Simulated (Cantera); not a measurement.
# Low-pressure radical oxidation in H2/O2

An isothermal, constant-pressure homogeneous reactor starts with H₂ : O₂ : H₂O = 0.09 : 1 : 0.013 (molar parts), equivalence ratio 0.045, at 1050 K and 2900 Pa.

Model: the H2/O2 subset of GRI-Mech 3.0, which has no nitrogen chemistry, integrated in Cantera. Radical loss at walls, strong at low pressure, is not modelled. The temperature is held fixed by assumption; the heat of reaction is taken as removed at once.

| t (s) | x H₂ | x O₂ | x O | x HO₂ | x H₂O₂ | x H | x OH |
|---|---|---|---|---|---|---|---|
| 0.000400 | 0.0816 | 0.907 | 1.97e-8 | 3.00e-9 | 1.69e-12 | 1.71e-8 | 9.84e-9 |
| 0.00172 | 0.0519 | 0.889 | 0.00985 | 1.47e-5 | 6.85e-7 | 0.0109 | 0.00383 |
| 0.00739 | 0.000642 | 0.896 | 0.00594 | 1.39e-5 | 4.49e-7 | 0.00150 | 0.00138 |
| 0.0317 | 3.26e-5 | 0.902 | 0.000311 | 3.29e-6 | 2.57e-7 | 1.62e-5 | 0.000287 |
| 0.136 | 1.79e-6 | 0.903 | 2.06e-5 | 4.07e-7 | 8.13e-8 | 2.78e-7 | 7.48e-5 |
| 0.586 | 1.64e-7 | 0.903 | 2.36e-6 | 5.65e-8 | 2.12e-8 | 1.08e-8 | 2.54e-5 |
| 2.52 | 2.40e-8 | 0.903 | 3.88e-7 | 1.02e-8 | 5.37e-9 | 7.20e-10 | 1.03e-5 |
| 10.8 | 4.48e-9 | 0.903 | 7.63e-8 | 2.55e-9 | 1.32e-9 | 6.26e-11 | 4.55e-6 |
| 46.5 | 9.56e-10 | 0.903 | 1.67e-8 | 1.57e-9 | 3.26e-10 | 6.40e-12 | 2.12e-6 |
| 200 | 2.82e-10 | 0.903 | 4.89e-9 | 2.18e-9 | 1.04e-10 | 1.04e-12 | 1.15e-6 |
x: mole fraction; the columns are a selection and need not sum to one.

Equilibrium at this temperature and pressure: H₂ 2.19e-10, O₂ 0.903, O 3.76e-9, HO₂ 2.42e-9, H₂O₂ 8.16e-11, H <1e-12, OH 1.01e-6 (gas phase only).
